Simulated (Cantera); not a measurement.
Feed: 1 mol B2O3, 0.51 mol O2, at 0.133 bar.

Equilibrium computed with Cantera from the NASA thermochemical tables; the gas is ideal and each condensed phase is pure. Candidate condensed phases: B, B2O3; 10 gas species. Rates play no part.

### Question
At 1550 °C, list the 4 most abundant gas species with their mole fractions, and the condensed phases.

### Answer
O2 0.959, B2O3 0.0352, BO2 0.00497, O 0.000405. Condensed: B2O3(l).
